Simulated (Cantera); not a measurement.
Input (Python, Cantera) and output of one run.

```python
import numpy as np
import cantera as ct

gas_names = """
    CL CL2 H HCL H2 Si SiCL SiCL2 SiCL3 SiCL4 SiH SiHCL3 SiH2 SiH2CL2 SiH3 SiH3CL SiH4 Si2 Si3
""".split()
cond_names = """
    Si(cr) Si(L)
""".split()


# ... load() reads the species with a 1 bar reference pressure and builds the phases ...
atoms = {
    'SiH4': {'Si': 1, 'H': 4},
    'HCl': {'H': 1, 'CL': 1},
    'H2': {'H': 2},
}
top_T = {}  # K; cautious upper limits of use, not melting points


# ... equilibrate(T, P, feed) seeds the gas with the atoms and calls Mixture.equilibrate('TP', solver="vcs", rtol=1e-11, max_steps=5000) ...
results = []
feed = {'SiH4': 1, 'HCl': 0.25, 'H2': 160}  # mol
P = 133.322  # Pa
for T in [1398, 1448, 1498, 1548, 1598, 1648, 1698, 1748]:
    mix = equilibrate(T, P, feed)
    results.append((T, P, feed, dict(zip(mix.species_names, mix.species_moles))))
    x = sorted(zip(gas.X, gas.species_names), reverse=True)
    print(f"T = {T:g} K  P = {P:g} Pa  gas = {mix.phase_moles(0):.4g} mol")
    print("   x: " + "  ".join(f"{s} {v:.3e}" for v, s in x if v > 0.0001))
    print("   condensed (mol): " + ("  ".join(f"{mix.phase(i).name} {mix.phase_moles(i):.4g}"
          for i in range(1, mix.n_phases) if mix.phase_moles(i) > 1e-12) or "none"))
```

Result:

```
T = 1398 K  P = 133.322 Pa  gas = 162.3 mol
   x: H2 9.983e-01  HCL 1.527e-03  H 1.295e-04
   condensed (mol): Si(cr) 0.9987
T = 1448 K  P = 133.322 Pa  gas = 162.3 mol
   x: H2 9.982e-01  HCL 1.526e-03  H 2.522e-04
   condensed (mol): Si(cr) 0.9983
T = 1498 K  P = 133.322 Pa  gas = 162.3 mol
   x: H2 9.980e-01  HCL 1.525e-03  H 4.702e-04
   condensed (mol): Si(cr) 0.9971
T = 1548 K  P = 133.322 Pa  gas = 162.3 mol
   x: H2 9.976e-01  HCL 1.523e-03  H 8.423e-04
   condensed (mol): Si(cr) 0.9939
T = 1598 K  P = 133.322 Pa  gas = 162.4 mol
   x: H2 9.969e-01  HCL 1.521e-03  H 1.456e-03
   condensed (mol): Si(cr) 0.9853
T = 1648 K  P = 133.322 Pa  gas = 162.5 mol
   x: H2 9.958e-01  H 2.434e-03  HCL 1.517e-03  Si 1.932e-04
   condensed (mol): Si(cr) 0.9631
T = 1698 K  P = 133.322 Pa  gas = 162.7 mol
   x: H2 9.940e-01  H 3.948e-03  HCL 1.511e-03  Si 4.926e-04
   condensed (mol): Si(L) 0.91
T = 1748 K  P = 133.322 Pa  gas = 162.9 mol
   x: H2 9.911e-01  H 6.229e-03  HCL 1.505e-03  Si 1.092e-03
   condensed (mol): Si(L) 0.8053
```

Cantera equilibrium calculation (NASA polynomials, part measured and part estimated; ideal gas, pure solids and liquids). Gases not in the tables: Si2H6 and higher silanes.
